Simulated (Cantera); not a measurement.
What does this Cantera script print?

```python
import numpy as np
import cantera as ct

gas_names = """
    TiO O2 O3
""".split()
cond_names = """
    TiO2(ru) TiO2(L) Ti2O3(a) Ti2O3(b) Ti2O3(L)
""".split()


def load(file, names, dense=False):
    # The tables refer to 1 bar. Condensed volumes are neglected.
    table = {s.name: s for s in ct.Species.list_from_file(file)}
    out = []
    for n in names:
        d = dict(table[n].input_data)
        d["thermo"] = dict(d["thermo"], **{"reference-pressure": 1e5})
        if dense:
            d["equation-of-state"] = {"model": "constant-volume", "density": "1e6 g/cm^3"}
        out.append(ct.Species.from_dict(d))
    return out


species = {s.name: s for s in load("nasa_gas.yaml", gas_names) + load("nasa_condensed.yaml", cond_names)}
# Each term lists the table entries of one substance; the one whose range holds T is used.
reactions = {
    '2 TiO(g) + O2(g) = 2 TiO2':
        [(-2, ['TiO']), (-1, ['O2']), (2, ['TiO2(ru)', 'TiO2(L)'])],
    '3 Ti2O3 + O3(g) = 6 TiO2':
        [(-3, ['Ti2O3(a)', 'Ti2O3(b)', 'Ti2O3(L)']), (-1, ['O3']), (6, ['TiO2(ru)', 'TiO2(L)'])],
}


def pick(names, T):
    return next(species[n] for n in names if species[n].thermo.min_temp <= T <= species[n].thermo.max_temp)


results = []
for label, terms in reactions.items():
    print(label)
    print("     T/K   dH/kJ  dS/(J/K)   dG/kJ   log10 K")
    for T in [300, 1923, 1973, 2023, 2073, 2123]:
        used = [(nu, pick(names, T)) for nu, names in terms]
        dH = sum(nu * s.thermo.h(T) for nu, s in used) / 1e6
        dS = sum(nu * s.thermo.s(T) for nu, s in used) / 1e3
        dG = dH - T * dS / 1e3
        logK = -dG * 1e6 / (ct.gas_constant * T * np.log(10))
        results.append((label, T, dH, dS, dG, logK, [s.name for _, s in used]))
        print(f"{T:8g} {dH:8.1f} {dS:8.1f} {dG:8.1f} {logK:8.2f}")
```

It prints:

```
2 TiO(g) + O2(g) = 2 TiO2
     T/K   dH/kJ  dS/(J/K)   dG/kJ   log10 K
     300  -1998.3   -571.4  -1826.9   318.08
    1923  -1936.3   -505.9   -963.5    26.17
    1973  -1934.2   -504.8   -938.3    24.84
    2023  -1932.1   -503.7   -913.1    23.58
    2073  -1930.0   -502.7   -887.9    22.37
    2123  -1927.8   -501.7   -862.8    21.23
3 Ti2O3 + O3(g) = 6 TiO2
     T/K   dH/kJ  dS/(J/K)   dG/kJ   log10 K
     300  -1247.9   -169.8  -1197.0   208.41
    1923  -1320.9   -246.7   -846.5    22.99
    1973  -1323.6   -248.1   -834.1    22.08
    2023  -1326.4   -249.5   -821.6    21.21
    2073  -1329.2   -250.9   -809.1    20.39
    2123  -1646.0   -400.7   -795.4    19.57
```

Standard-state values (1 bar) from the NASA 1993 polynomials, evaluated with Cantera. Condensed species are held in their standard states even where they would react or evaporate.
